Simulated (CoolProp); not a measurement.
Properties of n-perfluorohexane at several states (Tc = 448.0 K, pc = 1.742 MPa, ω = 0.497).

Model: reference Helmholtz-energy equation of state, Gao 2022, in CoolProp.

| T (K) | p (MPa) | phase | density (kg/m³) | cp (kJ/(kg K)) | speed of sound (m/s) | Joule-Thomson coefficient (K/MPa) | fugacity coefficient |
|---|---|---|---|---|---|---|---|
| 281.8 | 0.0713 | liquid | 1723 | 1.021 | 559.4 | -0.3055 | 0.1895 |
| 243.9 | 0.0425 | liquid | 1828 | 0.9619 | 658.5 | -0.3595 | 0.03203 |
| 204.4 | 0.0529 | liquid | 1938 | 0.9022 | 761.1 | -0.4006 | 0.0007029 |
